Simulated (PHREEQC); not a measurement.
Dissolve 0.14 mol HF, 0.08 mol NH4HF2 and 0.003 mol H2SiF6 per kg of water at 90 °C and 500 atm. Closed to the air; pH follows from the charge balance.

Computed with PHREEQC (ion-association model, phreeqc.dat).

### Question
The ionic strength comes out as 0.0847 mol/kgw. What activity coefficients do NH4+, HF2-, SiF6-2, F-, H+ get?

### Answer
NH4+ 0.74, HF2- 0.77, SiF6-2 0.36, F- 0.75, H+ 0.82.

This is a speciation only: nothing precipitates in the calculation. Under pressure, the constants of complexes without a molar volume in the database are unreliable. Away from 25 °C the constants follow the database's enthalpies or fits; those with neither stay at their 25 °C values. SiF6-2 is the database's only silicon fluoride.
